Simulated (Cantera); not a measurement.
Input: 1 mol SiF₄, a varied amount of H₂O, 1.8 mol N₂, 0.17 mol O₃, at 725 °C and 2.00 mbar.

Cantera equilibrium calculation (NASA polynomials, part measured and part estimated; ideal gas, pure solids and liquids). Candidate condensed phases: H₂O, Si, SiO₂, Si₂N₂O, Si₃N₄; 58 gas species. Equilibrium is a limit: real reactors are often held back by kinetics, nucleation or transport.

**Question.** At 3.1 mol H₂O, list the 5 most abundant gas species with their mole fractions, and the condensed phases.

**Answer.** HF 0.502, N₂ 0.256, H₂O 0.189, O₂ 0.0362, SiF₄ 0.0166. Condensed: SiO₂(β-quartz).
